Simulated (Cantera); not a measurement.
Feed: 1 mol B2O3, 41 mol HF, 25 mol H2, at 0.0120 Torr.

Cantera equilibrium calculation (NASA polynomials, part measured and part estimated; ideal gas, pure solids and liquids). Candidate condensed phases: B, B2O3, B3O3H3, H2O; 43 gas species. The numbers say what is thermodynamically allowed, not how fast it happens. All values below are at 1198 K.

Base state: HF 0.574, H2 0.375, BOF 0.0237, H2O 0.0209, BF3 0.00611, HBO2 0.000246, H 2.91e-5 (mole fractions); condensed: gas only.

Question: What changes in the equilibrium state with this change: HF from 41 to 3.5 mol?

Answer: 
| species | before | after |
|---|---|---|
| H2 | 0.375 | 0.848 |
| BOF | 0.0237 | 0.0599 |
| HF | 0.574 | 0.0584 |
| H2O | 0.0209 | 0.0263 |
| B2O3 | 3.81e-8 | 2.97e-5 |
| HBO | 2.29e-7 | 1.29e-5 |
